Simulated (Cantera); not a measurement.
An isothermal, constant-pressure homogeneous reactor starts with 91.7 % CH₄, 4.27 % H₂O, 4.02 % H₂, at 1275 K and 530000 Pa.

Cantera simulation using GRI-Mech 3.0 (53 species, 325 reactions); the numbers are that mechanism's predictions, not measurements. GRI-Mech 3.0 stops at C3 and has no aromatics, soot or wall deposition, so with more carbon than oxygen in the feed, carbon stays in small species such as C2H2 where larger ones or solid carbon would form.

**Question.** Predict: x(CH₄) at 7.00 s; x(H₂O) at 7.00 s; x(H₂) at 7.00 s; x(CO) at 7.00 s; x(CH₂CO) at 7.00 s.

**Answer.** 
```
Property                                              Value
------------------  ---------------------------------------
x(CH₄) at 7.00 s        0.800 (gas-phase equilibrium 0.691)
x(H₂O) at 7.00 s     0.0407 (gas-phase equilibrium 2.00e-6)
x(H₂) at 7.00 s         0.122 (gas-phase equilibrium 0.231)
x(CO) at 7.00 s      2.49e-5 (gas-phase equilibrium 0.0376)
x(CH₂CO) at 7.00 s  2.54e-7 (gas-phase equilibrium 2.54e-7)
```
